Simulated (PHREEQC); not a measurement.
Solution (20 °C): 0.0011 mol/kgw NaOH, 0.012 mol/kgw NaAlO2 and 0.019 mol/kgw (CH3)4NCl. Closed to the air; pH follows from the charge balance.

Equilibrium calculation in PHREEQC: ion-association model, wateq4f.dat.

```csv
quantity,before,after
pH,11.13,10.97
ionic strength (mol/kgw),0.0321,0.0321
Al(OH)3 (mol/kgw),4.18e-8,5.80e-8
SI of Al(OH)3(a) (Al(OH)3),-1.06,-1.09
SI of Boehmite (AlOOH),+1.13,+1.12
```

**Question.** Which change was made?
(A) (CH3)4NCl left out
(B) NaAlO2 from 0.012 to 0.06 mol/kgw
(C) (CH3)4NCl replaced by ZnCl2 at the same molality
(D) temperature from 20 to 25 °C

**Answer.** D, temperature from 20 to 25 °C

This is a speciation only: nothing precipitates in the calculation. Some of these states are supersaturated (in Boehmite (slow to form), Gibbsite (slow to form), for instance). (CH3)4N+ isn't in the database: it is added as a free cation with an ion size of 4 Å.
